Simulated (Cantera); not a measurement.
Charge: 1 mol Si3N4, 0.054 mol CO2, 570 mol H2, held at 1.05 Torr.

These are equilibrium values from Cantera (NASA tables, ideal gas, pure condensed phases), not measurements of a reactor. Candidate condensed phases: C, C6H6, C7H8, C8H18, H2O, Si, SiC, SiO2, Si2N2O, Si3N4; 151 gas species. Equilibrium is a limit: real reactors are often held back by kinetics, nucleation or transport.

**Question.** At 650 °C, list the 3 most abundant gas species with their mole fractions, and the condensed phases.

**Answer.** H2 1.000, CH4 9.47e-5, N2 6.32e-5. Condensed: Si2N2O(s) + Si3N4(s).
